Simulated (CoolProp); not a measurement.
Vapour pressure (kPa) of CHF3 (R23): the reference equation beside estimates from Tc = 299.3 K, pc = 4832 kPa, ω = 0.263. Clausius-Clapeyron is anchored at 159.8 K with a constant enthalpy of vaporisation of 18.43 kJ/mol.

The numbers come from the reference Helmholtz-energy equation of state, Penoncello 2003 in CoolProp.

| T (K) | reference | Lee-Kesler | Clausius-Clapeyron | Soave-Redlich-Kwong |
|---|---|---|---|---|
| 159.8 | 10.86 | 10.12 | 10.86 | 10.33 |
| 172.4 | 29.88 | 28.53 | 29.94 | 28.89 |
| 185 | 70.12 | 68.31 | 71.87 | 68.71 |
| 197.5 | 144.4 | 142.9 | 153.4 | 143.1 |
| 210.1 | 271.2 | 271.3 | 300.7 | 271.1 |
| 222.7 | 470.2 | 473.3 | 546.3 | 473.5 |
| 235.2 | 761.8 | 768.7 | 927.2 | 771.3 |
| 247.8 | 1176 | 1186 | 1497 | 1195 |
| 260.4 | 1739 | 1751 | 2308 | 1772 |

Absolute difference from the reference over all 9 rows, mean and median: Lee-Kesler 2.0 and 0.9 %, Clausius-Clapeyron 13.1 and 10.9 %, Soave-Redlich-Kwong 1.8 and 1.6 %.
